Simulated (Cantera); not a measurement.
# Thermodynamics of abatement and gas-phase synthesis, feed H₂O + O₂ + N₂

A closed system holds: 1 mol H₂O, 0.084 mol O₂, 11 mol N₂, equilibrated at 10000 Pa.

Cantera equilibrium calculation (NASA polynomials, part measured and part estimated; ideal gas, pure solids and liquids). Candidate condensed phases: H₂O; 24 gas species. Equilibrium is a limit: real reactors are often held back by kinetics, nucleation or transport.

```json
[
 {"T (K)": "1900", "x N₂": "0.909", "x H": "5.15e-5", "x H₂O": "0.0819", "x O": "7.54e-5", "x H₂": "0.000422", "x OH": "0.000822", "x NO": "0.00107"},
 {"T (K)": "2100", "x N₂": "0.908", "x H": "0.000426", "x H₂O": "0.0794", "x O": "0.000350", "x H₂": "0.00187", "x OH": "0.00215", "x NO": "0.00186"},
 {"T (K)": "2300", "x N₂": "0.903", "x H": "0.00232", "x H₂O": "0.0730", "x O": "0.00131", "x H₂": "0.00573", "x OH": "0.00475", "x NO": "0.00306"},
 {"T (K)": "2500", "x N₂": "0.892", "x H": "0.00883", "x H₂O": "0.0601", "x O": "0.00420", "x H₂": "0.0123", "x OH": "0.00892", "x NO": "0.00490"},
 {"T (K)": "2700", "x N₂": "0.873", "x H": "0.0249", "x H₂O": "0.0412", "x O": "0.0113", "x H₂": "0.0192", "x OH": "0.0137", "x NO": "0.00724"},
 {"T (K)": "2900", "x N₂": "0.845", "x H": "0.0533", "x H₂O": "0.0211", "x O": "0.0246", "x H₂": "0.0215", "x OH": "0.0160", "x NO": "0.00932"},
 {"T (K)": "3100", "x N₂": "0.816", "x H": "0.0874", "x H₂O": "0.00727", "x O": "0.0421", "x H₂": "0.0169", "x OH": "0.0134", "x NO": "0.0101"},
 {"T (K)": "3300", "x N₂": "0.795", "x H": "0.114", "x H₂O": "0.00174", "x O": "0.0577", "x H₂": "0.00976", "x OH": "0.00831", "x NO": "0.00920"}
]
```
x: gas mole fraction; nothing condenses.

From 1900 K to 3300 K nothing is condensed.
